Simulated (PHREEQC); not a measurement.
# Arsenic or selenium liquor: an equilibrium model

Solution (25 °C): 0.058 mol/kgw Na2HAsO4, 0.00011 mol/kgw HCl and 0.0016 mol/kgw NaCl. Closed to the air; pH follows from the charge balance.

Model: ion-association model, wateq4f.dat, run in PHREEQC.

Each row changes one thing in this solution. No solid was allowed to form.

```tsv
case	pH	ionic strength (mol/kgw)	SI of Halite (NaCl)
as made	8.85	0.176	-5.54
NaCl from 0.0016 to 0.016 mol/kgw	8.84	0.190	-4.53
0.0084 mol/kgw LiNO3 added	8.85	0.184	-5.55
NaCl left out	8.85	0.174	-6.74
NaCl from 0.0016 to 0.008 mol/kgw	8.85	0.182	-4.85
```

Complexes and solids missing from the database can't appear.
